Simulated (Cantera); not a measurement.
# Adiabatic ignition

An adiabatic, constant-pressure homogeneous reactor starts with CH4 : C2H6 : O2 : N2 = 1 : 0.18 : 2.83 : 10.6 (molar parts), equivalence ratio 0.93, at 1100 K and 195 Torr.

Detailed kinetics in Cantera: GRI-Mech 3.0 (53 species, 325 reactions).

```tsv
t (s)	T (K)	x CH4	x C2H6	x O2	x N2O	x H2O	x NO
1.00e-6	1100	0.0684	0.0123	0.194	<1e-12	<1e-12	<1e-12
5.76e-6	1100	0.0684	0.0123	0.194	<1e-12	1.02e-12	<1e-12
3.32e-5	1100	0.0684	0.0123	0.194	<1e-12	5.63e-11	<1e-12
0.000191	1100	0.0684	0.0123	0.194	<1e-12	2.18e-9	<1e-12
0.00110	1100	0.0684	0.0123	0.194	<1e-12	7.38e-8	<1e-12
0.00635	1100	0.0684	0.0123	0.194	3.18e-12	4.10e-6	<1e-12
0.0366	2393	<1e-12	<1e-12	0.0303	8.86e-8	0.141	0.000349
0.211	2489	<1e-12	<1e-12	0.0242	1.92e-7	0.148	0.00723
1.21	2489	<1e-12	<1e-12	0.0242	1.92e-7	0.148	0.00723
7.00	2489	<1e-12	<1e-12	0.0242	1.92e-7	0.148	0.00723
```
x: mole fraction; the columns are a selection and need not sum to one.

The time of steepest temperature rise is 34.1 ms, the temperature at 7.00 s is 2489 K and the equilibrium temperature is 2489 K. The x(CH4) at 7.00 s is <1e-12 (gas-phase equilibrium <1e-12) and the x(C2H6) at 7.00 s comes out as <1e-12 (gas-phase equilibrium <1e-12). The x(O2) at 7.00 s is 0.0242 (gas-phase equilibrium 0.0242).
